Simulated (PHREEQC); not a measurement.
Solution (5 °C): 0.014 mol/kgw CdCl2 and 4e-05 mol/kgw NaHCO3. Closed to the air; pH follows from the charge balance.

All values are PHREEQC results (ion-association model, wateq4f.dat), not measurements.

Each row changes one thing in this solution. No solid was allowed to form.

```json
[
 {"case": "as made", "pH": "6.84", "ionic strength (mol/kgw)": "0.0273", "Cl- (mol/kgw)": "0.0205", "Cd+2 (mol/kgw)": "0.00685", "CdCl+ (mol/kgw)": "0.00674", "CdCl2 (mol/kgw)": "0.000388", "SI of CdOHCl (CdOHCl)": "-1.26", "SI of Halite (NaCl)": "-7.75"},
 {"case": "CdCl2 from 0.014 to 0.14 mol/kgw", "pH": "6.14", "ionic strength (mol/kgw)": "0.159", "Cl- (mol/kgw)": "0.135", "Cd+2 (mol/kgw)": "0.0230", "CdCl+ (mol/kgw)": "0.0901", "CdCl2 (mol/kgw)": "0.0253", "SI of CdOHCl (CdOHCl)": "-0.88", "SI of Halite (NaCl)": "-7.05"},
 {"case": "NaHCO3 replaced by NaHF2 at the same molality", "pH": "4.48", "ionic strength (mol/kgw)": "0.0274", "Cl- (mol/kgw)": "0.0205", "Cd+2 (mol/kgw)": "0.00686", "CdCl+ (mol/kgw)": "0.00675", "CdCl2 (mol/kgw)": "0.000388", "SI of CdOHCl (CdOHCl)": "-3.62", "SI of Halite (NaCl)": "-7.75"},
 {"case": "diluted 100-fold with water", "pH": "7.32", "ionic strength (mol/kgw)": "0.000414", "Cl- (mol/kgw)": "0.000277", "Cd+2 (mol/kgw)": "0.000137", "CdCl+ (mol/kgw)": "3.08e-6", "CdCl2 (mol/kgw)": "3.14e-9", "SI of CdOHCl (CdOHCl)": "-4.06", "SI of Halite (NaCl)": "-11.51"},
 {"case": "0.002 mol/kgw H4SiO4 added", "pH": "6.81", "ionic strength (mol/kgw)": "0.0273", "Cl- (mol/kgw)": "0.0205", "Cd+2 (mol/kgw)": "0.00685", "CdCl+ (mol/kgw)": "0.00675", "CdCl2 (mol/kgw)": "0.000388", "SI of CdOHCl (CdOHCl)": "-1.28", "SI of Halite (NaCl)": "-7.75"},
 {"case": "temperature from 5 to 15 °C", "pH": "6.73", "ionic strength (mol/kgw)": "0.0271", "Cl- (mol/kgw)": "0.0204", "Cd+2 (mol/kgw)": "0.00676", "CdCl+ (mol/kgw)": "0.00682", "CdCl2 (mol/kgw)": "0.000405", "SI of CdOHCl (CdOHCl)": "-1.18", "SI of Halite (NaCl)": "-7.78"},
 {"case": "diluted 5-fold with water", "pH": "7.00", "ionic strength (mol/kgw)": "0.00705", "Cl- (mol/kgw)": "0.00492", "Cd+2 (mol/kgw)": "0.00213", "CdCl+ (mol/kgw)": "0.000659", "CdCl2 (mol/kgw)": "1.05e-5", "SI of CdOHCl (CdOHCl)": "-2.08", "SI of Halite (NaCl)": "-9.01"},
 {"case": "0.00014 mol/kgw NaOH added", "pH": "7.95", "ionic strength (mol/kgw)": "0.0272", "Cl- (mol/kgw)": "0.0204", "Cd+2 (mol/kgw)": "0.00679", "CdCl+ (mol/kgw)": "0.00668", "CdCl2 (mol/kgw)": "0.000383", "SI of CdOHCl (CdOHCl)": "-0.15", "SI of Halite (NaCl)": "-7.10"}
]
```

Some of these states are supersaturated (in Otavite, SiO2(a), for instance). Constants without temperature data keep their 25 °C values here.
